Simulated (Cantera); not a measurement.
What does this Cantera script print?

```python
import numpy as np
import cantera as ct

gas = ct.Solution("gri30.yaml")
gas.TPX = 598, 101325, {'H2': 1, 'O2': 0.385, 'N2': 1.45}
inlet = ct.Reservoir(gas, clone=True)
gas.equilibrate("HP")  # start burning
reactor = ct.IdealGasConstPressureReactor(gas, energy="on", clone=False)
exhaust = ct.Reservoir(gas, clone=True)
tau = [0.15, 0.069, 0.032, 0.015, 0.0067, 0.0031, 0.0014, 0.00066, 0.0003, 0.00014, 6.4e-05, 3e-05][0]
for a, b in ((inlet, reactor), (reactor, exhaust)):
    ct.MassFlowController(a, b, mdot=lambda t: reactor.mass / tau)
net = ct.ReactorNet([reactor])
show = ['H2', 'O2', 'HO2', 'H2O', 'N2O']

rows = []
print(f"{'tau/s':>10s}{'T/K':>9s}" + "".join(f"{s:>11s}" for s in show))
for tau in [0.15, 0.069, 0.032, 0.015, 0.0067, 0.0031, 0.0014, 0.00066, 0.0003, 0.00014, 6.4e-05, 3e-05]:
    net.initial_time = 0.0
    net.advance(30 * tau)
    before = gas.X
    net.advance(40 * tau)
    drift = np.max(np.abs(gas.X - before) / (gas.X + 1e-9))
    rows.append([gas.T, *gas[show].X, drift])
    print(f"{tau:10.3e}{gas.T:9.1f}" + "".join(f"{x:11.3e}" for x in gas[show].X))
```

It prints:

```
     tau/s      T/K         H2         O2        HO2        H2O        N2O
 1.500e-01   2503.4  9.381e-02  4.296e-04  2.492e-07  3.042e-01  4.140e-08
 6.900e-02   2499.8  9.379e-02  4.675e-04  2.708e-07  3.038e-01  4.053e-08
 3.200e-02   2492.5  9.376e-02  5.462e-04  3.158e-07  3.031e-01  3.897e-08
 1.500e-02   2478.7  9.371e-02  7.037e-04  4.057e-07  3.017e-01  3.656e-08
 6.700e-03   2451.6  9.368e-02  1.036e-03  5.919e-07  2.991e-01  3.324e-08
 3.100e-03   2408.1  9.374e-02  1.629e-03  9.096e-07  2.949e-01  2.997e-08
 1.400e-03   2339.2  9.397e-02  2.671e-03  1.446e-06  2.883e-01  2.730e-08
 6.600e-04   2248.2  9.429e-02  4.179e-03  2.241e-06  2.801e-01  2.614e-08
 3.000e-04   2125.9  9.445e-02  6.364e-03  3.545e-06  2.699e-01  2.649e-08
 1.400e-04   1985.5  9.417e-02  9.091e-03  5.518e-06  2.591e-01  2.752e-08
 6.400e-05   1825.3  9.388e-02  1.273e-02  8.772e-06  2.474e-01  2.811e-08
 3.000e-05   1660.4  9.643e-02  1.805e-02  1.445e-05  2.340e-01  2.744e-08
```

Cantera simulation using GRI-Mech 3.0 (53 species, 325 reactions); the numbers are that mechanism's predictions, not measurements.
